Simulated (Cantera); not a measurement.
What does this Cantera script print?

```python
import numpy as np
import cantera as ct

gas_names = """
    NH3 NF3 H2
""".split()
cond_names = """
    PbF2(a) PbF2(b) PbF2(L) Pb(cr) Pb(L)
""".split()


def load(file, names, dense=False):
    # The tables refer to 1 bar. Condensed volumes are neglected.
    table = {s.name: s for s in ct.Species.list_from_file(file)}
    out = []
    for n in names:
        d = dict(table[n].input_data)
        d["thermo"] = dict(d["thermo"], **{"reference-pressure": 1e5})
        if dense:
            d["equation-of-state"] = {"model": "constant-volume", "density": "1e6 g/cm^3"}
        out.append(ct.Species.from_dict(d))
    return out


species = {s.name: s for s in load("nasa_gas.yaml", gas_names) + load("nasa_condensed.yaml", cond_names)}
# Each term lists the table entries of one substance; the one whose range holds T is used.
reactions = {
    '3 PbF2 + 2 NH3(g) = 3 Pb + 2 NF3(g) + 3 H2(g)':
        [(-3, ['PbF2(a)', 'PbF2(b)', 'PbF2(L)']), (-2, ['NH3']), (3, ['Pb(cr)', 'Pb(L)']), (2, ['NF3']), (3, ['H2'])],
}


def pick(names, T):
    return next(species[n] for n in names if species[n].thermo.min_temp <= T <= species[n].thermo.max_temp)


results = []
for label, terms in reactions.items():
    print(label)
    print("     T/K   dH/kJ  dS/(J/K)   dG/kJ   log10 K")
    for T in [698, 748, 798, 848, 898, 948, 998, 1048, 1098, 1148, 1198]:
        used = [(nu, pick(names, T)) for nu, names in terms]
        dH = sum(nu * s.thermo.h(T) for nu, s in used) / 1e6
        dS = sum(nu * s.thermo.s(T) for nu, s in used) / 1e3
        dG = dH - T * dS / 1e3
        logK = -dG * 1e6 / (ct.gas_constant * T * np.log(10))
        results.append((label, T, dH, dS, dG, logK, [s.name for _, s in used]))
        print(f"{T:8g} {dH:8.1f} {dS:8.1f} {dG:8.1f} {logK:8.2f}")
```

It prints:

```
3 PbF2 + 2 NH3(g) = 3 Pb + 2 NF3(g) + 3 H2(g)
     T/K   dH/kJ  dS/(J/K)   dG/kJ   log10 K
     698   1850.3    368.1   1593.4  -119.24
     748   1842.1    356.7   1575.3  -110.00
     798   1835.6    348.3   1557.7  -101.96
     848   1831.3    343.0   1540.4   -94.88
     898   1828.6    339.9   1523.3   -88.61
     948   1826.7    337.9   1506.4   -83.00
     998   1824.4    335.6   1489.6   -77.96
    1048   1823.3    334.4   1472.8   -73.41
    1098   1822.4    333.6   1456.1   -69.27
    1148   1773.3    289.2   1441.3   -65.58
    1198   1768.1    284.7   1427.0   -62.22
```

Standard-state values (1 bar) from the NASA 1993 polynomials, evaluated with Cantera. Condensed species are held in their standard states even where they would react or evaporate.
